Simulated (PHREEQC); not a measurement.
0.12 g of hydrous ferric oxide (600 m²/g; 0.2 weak and 0.005 strong sites per Fe, Dzombak-Morel constants, diffuse double layer) in 1 kg of water with 0.1 mol/kgw of an inert sodium salt and 3e-05 mol Ag2SO4 and 6.4e-06 mol MnCl2, at 25 °C; the pH is set by adding NaOH or the inert anion's acid. The system is closed to oxygen. CO2 from the air is kept out. Precipitation was switched off in this run.

All values are PHREEQC results (ion-association model, wateq4f.dat), not measurements.

```tsv
pH	S sorbed (%)	Ag sorbed (%)	Mn sorbed (%)	surface charge σ (C/m²)	surface potential ψ (mV)
3	93.1	0.0	0.0	0.291	141
3.75	92.1	0.0	0.0	0.273	138
4.5	86.1	0.1	0.0	0.224	128
5.25	65.7	0.7	0.1	0.159	111
6	29.4	3.8	1.4	0.102	89
6.75	5.3	8.4	8.7	0.057	62
7.5	0.4	10.8	36.7	0.023	30
8.25	0.0	20.0	87.3	-0.003	-5
9	0.0	47.1	99.1	-0.031	-39
```

Along this series the solution becomes supersaturated in solids that the run did not let form, among them Cerargyrite. The oxide is taken as insoluble; below pH 4 it would dissolve.
